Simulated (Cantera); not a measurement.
A closed system holds: 1 mol CH3SiCl3, a varied amount of H2, at 2223.15 K and 680 Pa.

Points: n(H2) (mol) = 16, 23, 33, 47, 67, 96, 140, 200, 280.

Cantera's Mixture.equilibrate('TP', solver="vcs", rtol=1e-11, max_steps=5000) on the NASA tables stopped like this:

```
ERROR: FAILURE its = 5001!

*******************************************************************************
CanteraError thrown by MultiPhase::equilibrate:
VCS solver failed. Return code: -1
*******************************************************************************
```

**Question.** What got this run through?

**Answer.** This is not unique; one that fits is The failure is numerical, not chemical. The same input converged with solver="gibbs", rtol=1e-10, max_steps=50000, and the result passed a check of the equilibrium conditions:
```
log10 of partial pressures in bar; condensed amounts in mol
     n(H2)        H2       HCL         H        CL        Si     SiCL2 C2H2,acet      SiCL      SiC2     C(gr)    SiC(b)
        16    -2.278    -3.050    -3.332    -4.243    -4.276    -4.485    -4.815    -5.134    -5.255    0.1824    0.6845
        23    -2.259    -3.177    -3.322    -4.380    -4.276    -4.759    -4.795    -5.271    -5.255    0.1742    0.6381
        33    -2.244    -3.312    -3.315    -4.522    -4.276    -5.043    -4.781    -5.413    -5.255    0.1803    0.5537
        47    -2.233    -3.450    -3.310    -4.665    -4.276    -5.330    -4.770    -5.556    -5.255    0.2021    0.4223
        67    -2.226    -3.592    -3.306    -4.812    -4.276    -5.623    -4.763    -5.703    -5.255    0.2432    0.2245
        96    -2.220    -3.740    -3.303    -4.962    -4.302    -5.950    -4.757    -5.880    -5.282    0.2566         0
       140    -2.214    -3.895    -3.300    -5.120    -4.443    -6.406    -4.751    -6.178    -5.422   0.01443         0
       200    -2.211    -4.044    -3.298    -5.271    -4.570    -6.836    -4.871    -6.457    -5.673         0         0
       280    -2.208    -4.187    -3.297    -5.415    -4.697    -7.250    -4.996    -6.727    -5.927         0         0
```

The gas is ideal and each condensed phase is pure. The feed counts by its element totals alone. The tables' values for SiCl are old estimates; treat these amounts as uncertain. Gases not in the tables: Si2H6 and higher silanes.
